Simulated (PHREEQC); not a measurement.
Make-up at 25 °C: 0.38 mol NiSO4, 0.00033 mol CaCl2 and 0.36 mol H2SO4 per kg of water. Closed to the air; pH follows from the charge balance.

Equilibrium calculation in PHREEQC: ion-association model, wateq4f.dat.

```json
[
 {"quantity": "ionic strength (mol/kgw)", "before": "0.955", "after": "0.645"},
 {"quantity": "HSO4- (mol/kgw)", "before": "0.461", "after": "0.0539"},
 {"quantity": "SO4-2 (mol/kgw)", "before": "0.0977", "after": "0.142"}
]
```

Task: Name the change that produced these shifts.
A) CaCl2 from 0.00033 to 0.00165 mol/kgw
B) CaCl2 left out
C) diluted 5-fold with water
D) H2SO4 from 0.36 to 0.036 mol/kgw
E) NiSO4 left out

Result: D, H2SO4 from 0.36 to 0.036 mol/kgw

This is a speciation only: nothing precipitates in the calculation. The ionic strength passes 0.7 mol/kgw, the rough limit of the ion-association models, in before.
